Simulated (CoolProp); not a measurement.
Vapour-liquid equilibrium of carbon dioxide (1) + R142b (2) at -36.65 °C; x and y are mole fractions of (1).

Model: multi-fluid Helmholtz-energy mixture model, Span 1996 and Lemmon 2006; pair parameters Bell 2016, in CoolProp.

Task: Give the bubble pressure and the first vapour's composition at x = 0.05, 0.35, 0.65. Is there an azeotrope?

Result: x = 0.05: 0.7361 bar, y = 0.626; x = 0.35: 4.120 bar, y = 0.950; x = 0.65: 7.463 bar, y = 0.982. No azeotrope shows between x = 0.05 and 0.95.

Pair parameters are fitted to limited data, so mixtures are less certain than the pure fluids. The gap from Raoult's law changes sign with composition, which may be real or a fault of the pair parameters; it wasn't checked against measurements.
